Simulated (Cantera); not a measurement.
Charge: 1 mol Cr2O3, 95 mol H2, 3.9 mol H2O, equilibrated at 1075 K and 63.0 mbar.

These are equilibrium values from Cantera (NASA tables, ideal gas, pure condensed phases), not measurements of a reactor. Candidate condensed phases: Cr, Cr2O3, H2O; 13 gas species. The numbers say what is thermodynamically allowed, not how fast it happens.

Base state: H2 0.961, H2O 0.0394 (mole fractions); condensed: Cr2O3(s).

### Question
What changes in the equilibrium state with this change: Cr2O3 replaced by CuO?

### Answer
```json
[
 {"species": "H2", "before": "0.961", "after": "0.950"},
 {"species": "H2O", "before": "0.0394", "after": "0.0495"},
 {"species": "Cr2O3(s), mol", "before": "1.00", "after": "0"},
 {"species": "Cu(s), mol", "before": "0", "after": "1.00"}
]
```
Further candidate phases: Cu, CuO, Cu(OH)2, Cu2O.
